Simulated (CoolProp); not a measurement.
Vapour-liquid equilibrium of R113 (1) + benzene (2) at 0.116 MPa; x and y are mole fractions of (1).

Computed with CoolProp (multi-fluid Helmholtz-energy mixture model, Marx 1992 and Thol 2012; pair parameters Bell 2016).

Problem. Give the bubble temperature and the first vapour's composition at x = 0.05, 0.5, 0.875. Is there an azeotrope?

Solution. x = 0.05: 352.5 K, y = 0.181; x = 0.5: 333.3 K, y = 0.726; x = 0.875: 326.7 K, y = 0.930. No azeotrope shows between x = 0.05 and 0.95.

The pair parameters rest on a limited set of measurements; away from them the model extrapolates.
